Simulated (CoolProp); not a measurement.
Values from CoolProp's reference Helmholtz-energy equation of state, Guder 2009.

Task: Give the vapour pressure (MPa), liquid density (kg/m³), vapour Z, surface tension (mN/m) of saturated sulfur hexafluoride at 244.4, 256.2, 259.1 K.

Result: 
| T (K) | p (MPa) | liquid density (kg/m³) | vapour Z | surface tension (mN/m) |
|---|---|---|---|---|
| 244.4 | 0.514 | 1740 | 0.877 | 8.43 |
| 256.2 | 0.760 | 1670 | 0.838 | 6.76 |
| 259.1 | 0.831 | 1650 | 0.827 | 6.36 |

Surface tension comes from a separate correlation (Mulero 2012).
